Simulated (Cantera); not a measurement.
Thermodynamics of aluminium nitride and oxide growth, feed AlCl3 + O2 + H2

Feed: 1 mol AlCl3, 0.34 mol O2, 11 mol H2, equilibrated at 0.150 bar.

These are equilibrium values from Cantera (NASA tables, ideal gas, pure condensed phases), not measurements of a reactor. Candidate condensed phases: Al, AlCl3, Al2O3, H2O; 29 gas species. The tables' values for AlCl2, AlOH are old estimates; treat these amounts as uncertain. The numbers say what is thermodynamically allowed, not how fast it happens.

From 1323 K to 2123 K the condensed part is Al2O3(s). The main Al-bearing gas is AlCl3 at 1323 K and AlCl at 2123 K.

| T (K) | log p H2 | log p HCl | log p AlCl3 | log p AlCl | log p AlCl2 | log p H | log p H2O | n Al2O3(s) |
|---|---|---|---|---|---|---|---|---|
| 1323 | -0.90 | -1.78 | -2.18 | -5.53 | -4.46 | -6.25 | -6.35 | 0.227 |
| 1423 | -0.90 | -1.77 | -2.18 | -4.61 | -3.91 | -5.63 | -6.05 | 0.227 |
| 1523 | -0.90 | -1.76 | -2.21 | -3.85 | -3.45 | -5.09 | -5.76 | 0.227 |
| 1623 | -0.90 | -1.73 | -2.27 | -3.26 | -3.12 | -4.61 | -5.45 | 0.227 |
| 1723 | -0.91 | -1.69 | -2.39 | -2.86 | -2.92 | -4.19 | -5.09 | 0.226 |
| 1823 | -0.92 | -1.64 | -2.59 | -2.60 | -2.83 | -3.82 | -4.71 | 0.226 |
| 1923 | -0.93 | -1.61 | -2.84 | -2.44 | -2.82 | -3.49 | -4.32 | 0.225 |
| 2023 | -0.93 | -1.58 | -3.14 | -2.35 | -2.88 | -3.19 | -3.94 | 0.223 |
| 2123 | -0.94 | -1.57 | -3.46 | -2.29 | -2.97 | -2.91 | -3.60 | 0.219 |
log p: log10 of the partial pressure in bar; n: condensed amount in mol.
